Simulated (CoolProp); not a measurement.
Properties of ethylene along the isotherm 295.9 K.

Computed with CoolProp (reference Helmholtz-energy equation of state, Smukala 2000).

```csv
p (kPa),phase,Z,cp (kJ/(kg K)),cv (kJ/(kg K)),Joule-Thomson coefficient (K/MPa),fugacity coefficient
23.9,gas,0.9986,[?],1.224,10.34,0.9986
36.1,gas,0.9979,1.523,1.225,10.35,0.9979
54.4,gas,0.9968,1.525,1.225,10.35,0.9969
82.1,gas,0.9952,[?],1.226,10.36,0.9953
124,gas,0.9928,1.532,1.227,[?],0.9928
187,gas,0.9891,1.539,1.228,10.39,0.9892
282,gas,0.9835,1.549,1.231,10.42,0.9837
425,gas,0.9750,[?],1.235,10.47,0.9755
642,gas,[?],1.589,1.241,10.54,0.9631
968,gas,0.9419,1.631,1.251,10.64,0.9446
1460,gas,0.9104,1.703,1.267,10.80,0.9168
2200,gas,0.8602,1.843,1.294,11.04,0.8754
3320,gas,0.7751,2.175,1.347,11.36,0.8134
5010,gas,0.6104,3.592,1.474,11.36,[?]
7560,supercritical,0.3034,6.702,1.560,3.655,0.5715
```

Question: Fill in the missing entries.

Answer: 
- 23.9, cp (kJ/(kg K)): 1.522
- 82.1, cp (kJ/(kg K)): 1.528
- 124, Joule-Thomson coefficient (K/MPa): 10.37
- 425, cp (kJ/(kg K)): 1.564
- 642, Z: 0.9620
- 5010, fugacity coefficient: 0.7200
